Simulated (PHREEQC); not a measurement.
A made-up water analysis in mg/kgw, 70 °C, pH 6.28, pe 10.8:

| constituent | mg/kgw |
|---|---|
| Na | 33.9 |
| K | 31.7 |
| Ca | 47.1 |
| Mg | 2.02 |
| Cl | 38.2 |
| S(6) as SO4 | 105 |
| Alkalinity as HCO3 | 93.2 |
| Cd | 5.66 |
| Li | 0.72 |
| Zn | 5.06 |

Valence states are taken as typed.

Equilibrium calculation in PHREEQC: ion-association model, phreeqc.dat.

No solid was allowed to form.

Problem. Order these S species by the share of S that they hold, largest first: ZnSO4, SO4-2, CaSO4, KSO4-, MgSO4.

Solution. SO4-2 (86 %), CaSO4 (10 %), MgSO4 (1.7 %), ZnSO4 (0.74 %), KSO4- (0.66 %)

The pH is 6.28 and the ionic strength 0.00678 mol/kgw. Saturation is exceeded, for instance for Otavite; the values hold only as long as no solid forms. At this temperature some constants are extrapolated from 25 °C, and those without enthalpy data are left unchanged.
